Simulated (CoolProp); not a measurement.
Aqueous propylene glycol as a coolant, at 3 °C, 1 atm.

Computed with CoolProp (Melinder's fits for secondary coolants).

| mass % | freezing point (°C) | cp (kJ/(kg K)) | conductivity (W/(m K)) | viscosity (mPa s) | density (kg/m³) |
|---|---|---|---|---|---|
| 3.4 | -0.8 | 4.151 | 0.551 | 1.88 | 1003 |
| 8.3 | -2.3 | 4.083 | 0.528 | 2.29 | 1007 |
| 13.1 | -4.1 | 4.024 | 0.506 | 2.80 | 1012 |
| 18 | -6.2 | 3.966 | 0.483 | 3.46 | 1017 |
| 22.8 | -8.6 | 3.907 | 0.462 | 4.32 | 1023 |
| 27.7 | -11.4 | 3.843 | 0.441 | 5.47 | 1028 |
| 32.5 | -14.5 | 3.774 | 0.420 | 6.94 | 1033 |
| 37.4 | -18.3 | 3.696 | 0.400 | 8.83 | 1038 |
| 42.2 | -22.7 | 3.612 | 0.381 | 11.1 | 1043 |
| 47 | -28.2 | 3.523 | 0.362 | 13.9 | 1047 |
| 51.9 | -35.0 | 3.427 | 0.344 | 17.2 | 1051 |
